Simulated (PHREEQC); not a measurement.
Consider water at 20 °C with 36 mmol/kgw NaH2PO4, 0.89 mmol/kgw HF and 0.068 mmol/kgw H4SiO4. Closed to the air; pH follows from the charge balance.

Model: ion-association model, phreeqc.dat, run in PHREEQC.

```
quantity               before     after
-------------------  --------  --------
pH                       3.83      4.07
F- (mol/kgw)         0.000751  0.000160
H3PO4 (mol/kgw)      0.000615   7.63e-5
HF (mol/kgw)         0.000127   1.69e-5
HPO4-2 (mol/kgw)      2.38e-5   6.61e-6
SI of Quartz (SiO2)     -0.11     -0.81
```

Problem. Name the change that produced these shifts.
A) diluted 2-fold with water
B) 0.00036 mol/kgw H3PO4 added
C) diluted 5-fold with water
D) H4SiO4 from 6.8e-05 to 3.4e-05 mol/kgw

Solution. C, diluted 5-fold with water

Precipitation was switched off in this run. SiF6-2 is the database's only silicon fluoride.
